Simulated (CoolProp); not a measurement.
Dodecamethylpentasiloxane (MD3M) along the isotherm 620 K: Z from the reference equation and from simpler models built on Tc = 628.0 K, pc = 9.540 bar, ω = 0.730; each cubic takes its own stable root.

The numbers come from the reference Helmholtz-energy equation of state, Thol 2019 in CoolProp.

| p (bar) | phase | reference | Redlich-Kwong | Soave-Redlich-Kwong |
|---|---|---|---|---|
| 0.302 | gas | 0.9877 | 0.9887 | 0.9885 |
| 0.536 | gas | 0.9780 | 0.9799 | 0.9795 |
| 0.954 | gas | 0.9604 | 0.9638 | 0.9632 |
| 1.7 | gas | 0.9279 | 0.9342 | 0.9330 |
| 3.02 | gas | 0.8664 | 0.8785 | 0.8761 |
| 5.36 | gas | 0.7387 | 0.7641 | 0.7584 |
| 9.54 | liquid | 0.1658 | 0.2278 | 0.2134 |
| 17 | liquid | 0.2609 | 0.3156 | 0.3098 |
| 30.2 | liquid | 0.4292 | 0.4899 | 0.4850 |
| 53.6 | liquid | 0.7122 | 0.7783 | 0.7737 |
| 95.4 | liquid | 1.187 | 1.255 | 1.251 |
